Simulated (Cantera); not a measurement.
# Equilibrium for abatement and gas-phase synthesis: HCl + H2 + O2

A closed system holds: 1 mol HCl, 4.2 mol H2, 0.07 mol O2, held at 48.0 Torr.

These are equilibrium values from Cantera (NASA tables, ideal gas, pure condensed phases), not measurements of a reactor. Candidate condensed phases: H2O; 29 gas species. Ions and electrons are included (thermal ionisation). Rates play no part.

```json
[
 {"T (K)": "2000", "x H": "0.00566", "x H2": "0.776", "x HCl": "0.191", "x Cl": "0.00104", "x H2O": "0.0268", "x O": "1.04e-7", "x OH": "1.95e-5"},
 {"T (K)": "2500", "x H": "0.0836", "x H2": "0.708", "x HCl": "0.169", "x Cl": "0.0141", "x H2O": "0.0249", "x O": "4.74e-5", "x OH": "0.000610"},
 {"T (K)": "3000", "x H": "0.407", "x H2": "0.426", "x HCl": "0.0888", "x Cl": "0.0579", "x H2O": "0.0136", "x O": "0.00254", "x OH": "0.00432"},
 {"T (K)": "3500", "x H": "0.769", "x H2": "0.109", "x HCl": "0.0188", "x Cl": "0.0885", "x H2O": "0.000844", "x O": "0.0114", "x OH": "0.00275"},
 {"T (K)": "4000", "x H": "0.870", "x H2": "0.0191", "x HCl": "0.00316", "x Cl": "0.0939", "x H2O": "1.91e-5", "x O": "0.0130", "x OH": "0.000509"},
 {"T (K)": "4500", "x H": "0.887", "x H2": "0.00421", "x HCl": "0.000699", "x Cl": "0.0947", "x H2O": "7.78e-7", "x O": "0.0132", "x OH": "0.000115"},
 {"T (K)": "5000", "x H": "0.890", "x H2": "0.00123", "x HCl": "0.000205", "x Cl": "0.0948", "x H2O": "5.81e-8", "x O": "0.0133", "x OH": "3.40e-5"}
]
```
x: gas mole fraction; nothing condenses.

From 2000 K to 5000 K nothing is condensed.
